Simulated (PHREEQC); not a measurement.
A PHREEQC speciation (ion-association model, phreeqc.dat) at 20 °C gives pH 5.75 and these molalities:

| species | mol/kgw |
|---|---|
| Zn+2 | 0.0134 |
| SO4-2 | 0.0125 |
| ZnSO4 | 0.00778 |
| Zn(SO4)2-2 | 0.000846 |
| ZnOH+ | 3.13e-6 |

Problem. What are the element totals, and what could have been dissolved in 1 kg of water to give them?

Solution. One answer among several that fit: totals S(6) 0.0220, Zn 0.0220 mol/kgw, from 0.022 mol/kgw ZnSO4.

No solid was allowed to form.
